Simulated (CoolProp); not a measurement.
Properties of p-xylene along the isobar 3.05 MPa.

The numbers come from the reference Helmholtz-energy equation of state, Zhou 2012 in CoolProp.

```csv
T (K),phase,Z,cp (kJ/(kg K)),cv (kJ/(kg K)),speed of sound (m/s),isothermal compressibility (1/MPa),viscosity (µPa s)
419.7,liquid,0.1238,2.134,1.706,867.8,0.002215,215
432.2,liquid,0.1222,2.180,1.746,824.0,0.002493,197
444.7,liquid,0.1208,2.227,1.787,780.6,0.002822,181
457.2,liquid,0.1197,2.275,1.826,737.8,0.003215,167
469.7,liquid,0.1188,2.324,1.866,695.3,0.003690,153
482.1,liquid,0.1181,2.374,1.905,653.5,0.004266,141
494.6,liquid,0.1176,2.428,1.944,611.4,0.004990,129
507.1,liquid,0.1175,2.484,1.983,569.3,0.005910,119
519.6,liquid,0.1176,2.544,2.022,526.8,0.007112,110
532,liquid,0.1181,2.610,2.061,484.0,0.008722,101
544.5,liquid,0.1191,2.687,2.100,439.7,0.01101,93.3
557,liquid,0.1206,2.779,2.139,393.5,0.01448,86.4
569.5,liquid,0.1231,2.900,2.180,343.9,0.02025,79.9
581.9,liquid,0.1271,3.083,2.223,289.2,0.03149,73.8
594.4,liquid,0.1343,3.462,2.276,222.4,0.06302,66.8
606.9,gas,0.4765,4.773,2.423,106.7,1.285,15.6
```

Viscosity comes from a separate model (Balogun 2015).
